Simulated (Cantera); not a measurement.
A perfectly stirred reactor is fed with CH₄ : C₂H₆ : O₂ : N₂ = 1 : 0.27 : 6.14 : 23.1 (molar parts), equivalence ratio 0.48, at 160000 Pa; it is adiabatic with a 325 K inlet, and is followed from long to short residence time, starting on the burning branch (τ in s: 0.052, 0.024, 0.011, 0.0053, 0.0025, 0.0012, 0.00054, 0.00025, 0.00012, 5.5e-05, 2.6e-05, 1.2e-05, 5.6e-06).

Computed with Cantera and GRI-Mech 3.0 (53 species, 325 reactions).

Q: What does this change do: C2H6 0.27 to 0.42 parts?

A: 
```
quantity                                                                      before                                 after
------------------------------------------------  ----------------------------------  ------------------------------------
blow-out, bracketed by the residence times tried  burning at 2.50 ms, out at 1.20 ms  burning at 0.540 ms, out at 0.250 ms
x(CH₄) at τ = 52.0 ms                                                        3.25e-5                               1.32e-5
x(C₂H₆) at τ = 52.0 ms                                                       2.34e-6                               1.44e-6
x(O₂) at τ = 52.0 ms                                                           0.105                                0.0865
x(C₂H) at τ = 52.0 ms                                                       8.44e-11                              5.06e-10
x(CH₂CO) at τ = 52.0 ms                                                      3.83e-6                               2.51e-6
x(CH₄) at τ = 0.540 ms                                                        0.0328                              0.000455
x(C₂H₆) at τ = 0.540 ms                                                      0.00885                               4.70e-5
x(O₂) at τ = 0.540 ms                                                          0.201                                0.0930
x(C₂H) at τ = 0.540 ms                                                        <1e-12                               1.59e-9
x(CH₂CO) at τ = 0.540 ms                                                      <1e-12                               3.01e-5
```

Q: What does this change do: CH4 1 to 1.3 parts?

A: 
```tsv
quantity	before	after
blow-out, bracketed by the residence times tried	burning at 2.50 ms, out at 1.20 ms	burning at 0.540 ms, out at 0.250 ms
x(CH₄) at τ = 52.0 ms	3.25e-5	1.62e-5
x(C₂H₆) at τ = 52.0 ms	2.34e-6	8.72e-7
x(O₂) at τ = 52.0 ms	0.105	0.0839
x(C₂H) at τ = 52.0 ms	8.44e-11	3.86e-10
x(CH₂CO) at τ = 52.0 ms	3.83e-6	1.51e-6
x(CH₄) at τ = 0.540 ms	0.0328	0.000503
x(C₂H₆) at τ = 0.540 ms	0.00885	2.62e-5
x(O₂) at τ = 0.540 ms	0.201	0.0898
x(C₂H) at τ = 0.540 ms	<1e-12	1.29e-9
x(CH₂CO) at τ = 0.540 ms	<1e-12	1.75e-5
```
